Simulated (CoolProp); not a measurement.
The fluid at 293.15 K and 1.68 MPa flows at 2.6 m/s in a round tube of 2 mm bore and 15 µm roughness, fully developed (64/Re and Nu = 3.66 if laminar; Colebrook and Gnielinski if turbulent). The same conditions are run with several fluids, on thermodynamics alone (safety and materials aside).

Values from CoolProp's reference Helmholtz-energy equation of state of each fluid (R143a: Lemmon and Jacobsen 2000; n-decane: Lemmon 2006; ethylbenzene: Zhou 2012; toluene: Lemmon 2006; R407C: Lemmon 2003). Blends and air are pseudo-pure fits.

Question: Rank R143a, n-decane, ethylbenzene, toluene, R407C by Reynolds number, highest first.

Answer: R143a (41800), R407C (37000), toluene (7590), ethylbenzene (6880), n-decane (4090)

| fluid | Darcy friction factor | pressure drop (Pa/m) | heat-transfer coefficient (W/(m² K)) | mass flow (kg/h) |
|---|---|---|---|---|
| R143a | 0.0361 | 58400 | 9970 | 28.1 |
| n-decane | 0.0467 | 57800 | 3020 | 21.5 |
| ethylbenzene | 0.0427 | 62600 | 4430 | 25.5 |
| toluene | 0.0420 | 61700 | 4780 | 25.5 |
| R407C | 0.0363 | 71400 | 10800 | 34.2 |

Transport values come from each fluid's own correlations; those of R143a, ethylbenzene are estimates that may be off by 10 % or more.
